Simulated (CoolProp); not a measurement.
Isobutane along the isotherm 439.9 K: density (kg/m³) from the reference equation and from simpler models built on Tc = 407.8 K, pc = 3.629 MPa, ω = 0.184; each cubic takes its own stable root.

Computed with CoolProp (reference Helmholtz-energy equation of state, Bücker 2006).

```tsv
p (MPa)	phase	reference
0.0574	gas	0.9160
0.0866	gas	1.385
0.131	gas	2.102
0.197	gas	3.177
0.297	gas	4.825
0.448	gas	7.364
0.676	gas	11.32
1.02	gas	17.58
1.54	gas	27.84
2.32	gas	45.57
3.5	gas	81.11
5.28	supercritical	190.6
7.97	supercritical	332.8
12	supercritical	387.9
18.1	supercritical	427.5
```

Question: How far does each simpler model (ideal gas, van der Waals, Redlich-Kwong, Soave-Redlich-Kwong, Peng-Robinson) lie from the reference over these 15 states: mean and median of the absolute difference, and the worst?

Answer: 
- ideal gas: mean 19.1 %, median 7.8 %, worst -61.9 % at 439.9 K and 7.97 MPa
- van der Waals: mean 5.0 %, median 0.4 %, worst -23.2 % at 439.9 K and 18.1 MPa
- Redlich-Kwong: mean 1.8 %, median 0.3 %, worst -9.6 % at 439.9 K and 7.97 MPa
- Soave-Redlich-Kwong: mean 2.5 %, median 0.0 %, worst -13.0 % at 439.9 K and 7.97 MPa
- Peng-Robinson: mean 1.4 %, median 0.7 %, worst -5.1 % at 439.9 K and 7.97 MPa
